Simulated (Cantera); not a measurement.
# Ignition delay

Mixture: 11.2 % CH₄, 18.7 % O₂, 70.1 % N₂, equivalence ratio 1.2, at 100000 Pa, adiabatic and at constant pressure. Ignition delay is the time to a rise of 400 K.

Model: GRI-Mech 3.0 (53 species, 325 reactions), integrated in Cantera.

| T0 (K) | delay (ms) |
|---|---|
| 1098 | 237 |
| 1173 | 74.9 |
| 1248 | 25.9 |
| 1323 | 9.64 |
| 1398 | 3.86 |
| 1473 | 1.67 |
| 1548 | 0.787 |

| Property | Result |
|---|---|
| apparent activation energy between 1398 and 1548 K | 190 kJ/mol |
